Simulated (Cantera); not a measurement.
# Nitride etching: Si3N4 + HF + N2 + H2

A closed system holds: 1 mol Si3N4, 7.2 mol HF, 0.99 mol N2, 12 mol H2, held at 2.30 mbar.

Method: chemical equilibrium by Gibbs-energy minimisation in Cantera with the NASA 1993 tables (ideal gas, pure condensed phases). Candidate condensed phases: Si, Si3N4; 37 gas species. The tables' values for SiF3, SiF2 are old estimates; treat these amounts as uncertain. Rates play no part.

From 823 K to 1423 K the condensed part is Si3N4(s). The main Si-bearing gas is SiF4 throughout. The share of Si in condensed phases is highest at 1123 K (40.2 %) and lowest at 1423 K (36.8 %).

```tsv
T (K)	x H2	x N2	x SiF4	x SiF3	n Si3N4(s)
823	0.796	0.112	0.0918	2.43e-7	0.400
898	0.796	0.112	0.0917	2.37e-6	0.400
973	0.796	0.112	0.0916	1.63e-5	0.401
1048	0.796	0.112	0.0913	8.41e-5	0.401
1123	0.795	0.112	0.0908	0.000347	0.402
1198	0.794	0.112	0.0896	0.00119	0.401
1273	0.792	0.112	0.0871	0.00348	0.399
1348	0.789	0.112	0.0819	0.00874	0.390
1423	0.783	0.114	0.0718	0.0188	0.368
```
x: gas mole fraction; n: condensed amount in mol.
